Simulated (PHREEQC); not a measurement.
Consider water at 20 °C with 0.0034 mol/kgw HNO3 and 4.7e-05 mol/kgw KCl. Closed to the air; pH follows from the charge balance.

Model: ion-association model, phreeqc.dat, run in PHREEQC.

This is a speciation only: nothing precipitates in the calculation.

Question: Predict the pH, specific conductance.

Answer: pH 2.49; specific conductance 1220 µS/cm.
